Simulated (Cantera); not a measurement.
Input: 1 mol Si2H6, 1.9 mol CO2, 0.18 mol H2, at 600 K.

Equilibrium computed with Cantera from the NASA thermochemical tables; the gas is ideal and each condensed phase is pure. Candidate condensed phases: C, C6H6, C7H8, C8H18, H2O, Si, SiC, SiO2; 123 gas species. The feed counts by its element totals alone. Kinetics and transport are ignored.

x: gas mole fraction; n: condensed amount in mol.

```json
[
 {"P (Pa)": "5", "x H2": "0.995", "x CH4": "0.00467", "x C2H6": "1.29e-11", "n C(graphite)": "1.79", "n SiC(s)": "0.100", "n SiO2(α-quartz)": "1.90"},
 {"P (Pa)": "21", "x H2": "0.981", "x CH4": "?", "x C2H6": "?", "n C(graphite)": "1.74", "n SiC(s)": "0.100", "n SiO2(α-quartz)": "1.90"},
 {"P (Pa)": "85", "x H2": "0.931", "x CH4": "0.0694", "x C2H6": "3.04e-9", "n C(graphite)": "1.59", "n SiC(s)": "0.100", "n SiO2(α-quartz)": "1.90"},
 {"P (Pa)": "350", "x H2": "0.793", "x CH4": "0.207", "x C2H6": "3.19e-8", "n C(graphite)": "1.25", "n SiC(s)": "0.100", "n SiO2(α-quartz)": "1.90"},
 {"P (Pa)": "1400", "x H2": "0.570", "x CH4": "0.430", "x C2H6": "1.90e-7", "n C(graphite)": "0.844", "n SiC(s)": "0.100", "n SiO2(α-quartz)": "1.90"},
 {"P (Pa)": "5900", "x H2": "?", "x CH4": "?", "x C2H6": "?", "n C(graphite)": "?", "n SiC(s)": "0.100", "n SiO2(α-quartz)": "1.90"},
 {"P (Pa)": "24000", "x H2": "0.189", "x CH4": "0.811", "x C2H6": "2.04e-6", "n C(graphite)": "0.376", "n SiC(s)": "0.100", "n SiO2(α-quartz)": "1.90"},
 {"P (Pa)": "100000", "x H2": "0.0978", "x CH4": "0.902", "x C2H6": "4.89e-6", "n C(graphite)": "0.292", "n SiC(s)": "0.100", "n SiO2(α-quartz)": "1.90"}
]
```

Question: What belongs in the gaps?

Answer: 
- 5900, x H2: 0.343
- 5900, x CH4: 0.657
- 5900, x C2H6: 7.37e-7
- 5900, n C(graphite): 0.540
- 21, x CH4: 0.0191
- 21, x C2H6: 2.17e-10
